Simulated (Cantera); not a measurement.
Input: 1 mol S, 0.56 mol O2, equilibrated at 2075 K and 10000 Pa.

These are equilibrium values from Cantera (NASA tables, ideal gas, pure condensed phases), not measurements of a reactor. Candidate condensed phases: S; 10 gas species. Equilibrium is a limit: real reactors are often held back by kinetics, nucleation or transport.

Base state: SO2 0.629, S2 0.233, SO 0.124, S 0.00779, S2O 0.00680, O2 2.10e-5, O 1.69e-5 (mole fractions); condensed: gas only.

Problem. What changes in the equilibrium state with this change: temperature from 2075 K to 1825 K?

Solution. 
```csv
species,before,after
SO2,0.629,0.680
S2,0.233,0.259
SO,0.124,0.0508
O,1.69e-5,5.38e-7
O2,2.10e-5,1.22e-6
S,0.00779,0.00146
```

Problem. What changes in the equilibrium state with this change: 0.35 mol H2S added?

Solution. 
| species | before | after |
|---|---|---|
| S2 | 0.233 | 0.308 |
| SO2 | 0.629 | 0.304 |
| H2O | 0 | 0.168 |
| H2 | 0 | 0.0891 |
| SH | 0 | 0.0139 |
| SO | 0.124 | 0.0925 |
| H2S | 0 | 0.00758 |
| H | 0 | 0.00251 |
| OH | 0 | 0.000541 |
| O2 | 2.10e-5 | 8.81e-6 |
Further candidate phases: H2O, H2SO4.

Problem. What changes in the equilibrium state with this change: temperature from 2075 K to 3323.15 K?

Solution. 
```csv
species,before,after
SO,0.124,0.391
S,0.00779,0.249
O,1.69e-5,0.188
SO2,0.629,0.118
O2,2.10e-5,0.0371
S2,0.233,0.0175
S2O,0.00680,0.000372
```
